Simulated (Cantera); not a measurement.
# Premixed flame

A freely propagating, adiabatic, planar premixed flame of 30.8 % H2, 15.4 % O2, 53.8 % N2, equivalence ratio 1.0, unburnt at 475 K and 1.18 atm; unity-Lewis-number transport, grid criteria slope 0.08 and curve 0.16, no radiation.

Detailed kinetics in Cantera: the H2/O2 subset of GRI-Mech 3.0, which has no nitrogen chemistry. Unity Lewis numbers drop preferential diffusion, which matters most where H2 and H carry the flame. Burning velocities carry a grid error of a few per cent, more on coarse grids.

```tsv
z (mm)	T (K)	u (m/s)	x H2	x O2	x OH	x H	x HO2	x H2O
-0.781	475	3.61	0.308	0.154	<1e-8	<1e-8	<1e-8	8.39e-8
-0.521	475	3.61	0.308	0.154	<1e-8	<1e-8	6.97e-8	2.12e-6
-0.391	475	3.61	0.308	0.154	<1e-8	<1e-8	4.66e-7	1.43e-5
-0.260	476	3.62	0.308	0.154	<1e-8	<1e-8	4.73e-6	0.000147
-0.130	523	3.96	0.303	0.151	1.30e-5	1.23e-5	0.000174	0.00596
-0.0651	804	5.99	0.267	0.134	0.000629	0.00340	0.000271	0.0452
0	1292	9.32	0.153	0.0821	0.00418	0.0383	9.61e-5	0.150
0.0651	1598	11.3	0.0693	0.0410	0.0116	0.0613	3.91e-5	0.225
0.130	1753	12.2	0.0539	0.0302	0.0155	0.0547	2.47e-5	0.246
0.260	1924	13.2	0.0503	0.0252	0.0181	0.0403	1.67e-5	0.260
0.521	2093	14.2	0.0461	0.0210	0.0191	0.0272	1.09e-5	0.275
1.04	2248	15.0	0.0399	0.0169	0.0184	0.0169	6.87e-6	0.292
2.08	2373	15.7	0.0330	0.0132	0.0165	0.0100	4.48e-6	0.307
```
x: mole fraction of selected species; z is measured from the peak of heat release.

```json
{
  "laminar_burning_velocity": "361 cm/s",
  "thermal_thickness": "0.260 mm",
  "peak x(OH)": "0.0191",
  "peak x(H)": "0.0614",
  "peak x(HO2)": "0.000342",
  "grid_points": "108"
}
```
